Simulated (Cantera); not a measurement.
A Cantera script and its output.

```python
import numpy as np
import cantera as ct

gas = ct.Solution("gri30.yaml")


def delay(T, t_max=10):
    gas.TPX = T, 320000, {'CO': 1, 'H2': 0.061, 'CH4': 0.056, 'O2': 0.988, 'N2': 3.72}
    reactor = ct.IdealGasConstPressureReactor(gas, clone=False)
    net = ct.ReactorNet([reactor])
    net.rtol, net.atol = 1e-8, 1e-16
    while net.time < t_max:
        t_old, T_old = net.time, reactor.T
        net.step()
        if reactor.T > T + 400:  # ignition: a rise of 400 K
            return t_old + (T + 400 - T_old) / (reactor.T - T_old) * (net.time - t_old)
    return np.nan


taus = []
for T in [1100, 1200, 1300, 1400, 1500, 1600, 1700, 1800, 1900, 2000]:
    taus.append(delay(T))
    print(f"T0 = {T:6g} K   tau = {taus[-1]:.4e} s")
```

Output:

```
T0 =   1100 K   tau = 5.5134e-04 s
T0 =   1200 K   tau = 1.4282e-04 s
T0 =   1300 K   tau = 6.3270e-05 s
T0 =   1400 K   tau = 3.8863e-05 s
T0 =   1500 K   tau = 2.8302e-05 s
T0 =   1600 K   tau = 2.2754e-05 s
T0 =   1700 K   tau = 1.9571e-05 s
T0 =   1800 K   tau = 1.7763e-05 s
T0 =   1900 K   tau = 1.6909e-05 s
T0 =   2000 K   tau = 1.6806e-05 s
```

Computed with Cantera and GRI-Mech 3.0 (53 species, 325 reactions). Where the delays flatten at high temperature, the 400 K rule measures the pace of heat release, not the induction time.
